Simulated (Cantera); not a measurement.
Equilibrium for silicon etching in halogen gases: Si + NF₃ + H₂ + SF₆

A closed system holds: 1 mol Si, 7.7 mol NF₃, 0.93 mol H₂, 3.8 mol SF₆, at 27.0 mbar.

These are equilibrium values from Cantera (NASA tables, ideal gas, pure condensed phases), not measurements of a reactor. Candidate condensed phases: S, Si, Si₃N₄; 52 gas species. The tables' values for SF₃, SF₅ are old estimates; treat these amounts as uncertain. Rates play no part.

```csv
T (K),x F,x F₂,x NF₃,x SF₆,x N₂,x HF,x SF₄,x SiF₄
700,0.00375,0.183,0.253,0.248,0.125,0.122,<1e-12,0.0654
800,0.0309,0.372,0.0531,0.206,0.182,0.101,<1e-12,0.0542
900,0.119,0.358,0.00577,0.188,0.188,0.0920,<1e-12,0.0495
1000,0.292,0.239,0.000531,0.170,0.172,0.0831,3.97e-12,0.0447
1100,0.477,0.105,3.58e-5,0.151,0.153,0.0741,1.17e-9,0.0398
1200,0.575,0.0337,1.97e-6,0.142,0.143,0.0693,2.13e-7,0.0373
1300,0.607,0.0104,1.26e-7,0.138,0.140,0.0677,2.21e-5,0.0364
1400,0.617,0.00360,1.11e-8,0.136,0.139,0.0671,0.00125,0.0361
1500,0.642,0.00150,1.40e-9,0.0994,0.131,0.0632,0.0292,0.0340
1600,0.693,0.000754,2.50e-10,0.0165,0.112,0.0543,0.0919,0.0292
1700,0.707,0.000374,4.94e-11,0.00112,0.107,0.0518,0.0916,0.0279
```
x: gas mole fraction; nothing condenses.

From 700 K to 1700 K nothing is condensed. The main Si-bearing gas is SiF₄ throughout.
